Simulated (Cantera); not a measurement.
Charge: 1 mol FeS2, 5.6 mol H2, 2.7 mol H2O, at 1725 K and 0.100 bar.

Equilibrium computed with Cantera from the NASA thermochemical tables; the gas is ideal and each condensed phase is pure. Candidate condensed phases: Fe, FeO, Fe(OH)2, Fe(OH)3, FeS, FeSO4, FeS2, Fe2O3, Fe2(SO4)3, Fe3O4, H2O, H2SO4, S; 22 gas species. FeS: taken at fixed stoichiometry. Rates play no part.

Base state: H2 0.604, H2O 0.310, H2S 0.0472, S2 0.0308, SH 0.00480, SO2 0.00135, SO 0.000836, H 0.000457 (mole fractions); condensed: FeS(l).

Task: What changes in the equilibrium state with this change: temperature from 1725 K to 1800 K?

Result: 
```
species        before     after
-----------  --------  --------
H2              0.604     0.611
H2O             0.310     0.306
H2S            0.0472    0.0382
S2             0.0308    0.0335
Fe            2.50e-5  0.000107
OH            1.29e-5   2.93e-5
Fe(OH)2       8.40e-6   1.77e-5
S            0.000219  0.000430
FeS(l), mol     1.000     0.999
```

Task: What changes in the equilibrium state with this change: H2 from 5.6 to 140 mol?

Result: 
```csv
species,before,after
H2,0.604,0.967
H2O,0.310,0.0189
H2S,0.0472,0.0116
S2,0.0308,0.000723
Fe,2.50e-5,9.42e-5
SO2,0.00135,3.00e-7
S2O,7.29e-5,6.51e-8
"FeS(l), mol",1.000,0
"Fe(δ), mol",0,0.987
```
